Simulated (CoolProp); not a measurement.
Neopentane along the isobar 16900 kPa: density (kg/m³) from the reference equation and from simpler models built on Tc = 433.7 K, pc = 3196 kPa, ω = 0.196; each cubic takes its own stable root.

The numbers come from the reference Helmholtz-energy equation of state, Lemmon 2006 in CoolProp. It is a short technical equation, of lower accuracy than the large ones.

```json
[
 {"T (K)": "411.5", "phase": "liquid", "reference": "500.6"},
 {"T (K)": "428.9", "phase": "liquid", "reference": "482.0"},
 {"T (K)": "446.2", "phase": "supercritical", "reference": "463.0"},
 {"T (K)": "463.5", "phase": "supercritical", "reference": "443.5"},
 {"T (K)": "480.8", "phase": "supercritical", "reference": "423.8"},
 {"T (K)": "498.1", "phase": "supercritical", "reference": "404.0"},
 {"T (K)": "515.4", "phase": "supercritical", "reference": "384.3"},
 {"T (K)": "532.7", "phase": "supercritical", "reference": "365.0"},
 {"T (K)": "550", "phase": "supercritical", "reference": "346.3"}
]
```

Question: How far does each simpler model (van der Waals, Soave-Redlich-Kwong) lie from the reference over these 9 states: mean and median of the absolute difference, and the worst?

Answer: 
- van der Waals: mean 20.3 %, median 20.8 %, worst -26.8 % at 411.5 K and 16900 kPa
- Soave-Redlich-Kwong: mean 5.0 %, median 5.0 %, worst -6.2 % at 550 K and 16900 kPa
